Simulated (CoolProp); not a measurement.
Vapour-liquid equilibrium of CHF3 (R23) (1) + R22 (2) at 6.13 bar; x and y are mole fractions of (1).

Values from CoolProp's multi-fluid Helmholtz-energy mixture model, Penoncello 2003 and Kamei 1995; pair parameters Bell 2016.

| x | bubble temperature, mixture model (K) | bubble temperature, Raoult's law (K) | y, mixture model | y, Raoult's law |
|---|---|---|---|---|
| 0.05 | 273.6 | 274.0 | (withheld) | 0.208 |
| 0.15 | 263.5 | 264.6 | 0.465 | 0.482 |
| 0.25 | 255.8 | 257.4 | 0.630 | 0.648 |
| 0.35 | (withheld) | 251.5 | (withheld) | 0.756 |
| 0.45 | (withheld) | 246.6 | 0.807 | 0.830 |
| 0.55 | 241.3 | 242.5 | 0.859 | 0.883 |
| 0.65 | 238.1 | 238.9 | 0.899 | 0.922 |
| 0.75 | (withheld) | 235.8 | 0.931 | 0.952 |
| 0.85 | 232.9 | 233.0 | (withheld) | 0.974 |
| 0.95 | 230.5 | 230.5 | (withheld) | 0.992 |

Problem. What belongs in the gaps?

Solution. 
- 0.05, y, mixture model: 0.196
- 0.35, bubble temperature, mixture model (K): 249.8
- 0.35, y, mixture model: 0.736
- 0.45, bubble temperature, mixture model (K): 245.1
- 0.75, bubble temperature, mixture model (K): 235.3
- 0.85, y, mixture model: 0.960
- 0.95, y, mixture model: 0.987

The largest gap from Raoult's law is -1.7 K in bubble temperature, at x = 0.35. No azeotrope shows between x = 0.05 and 0.95.

The pair parameters rest on a limited set of measurements; away from them the model extrapolates.
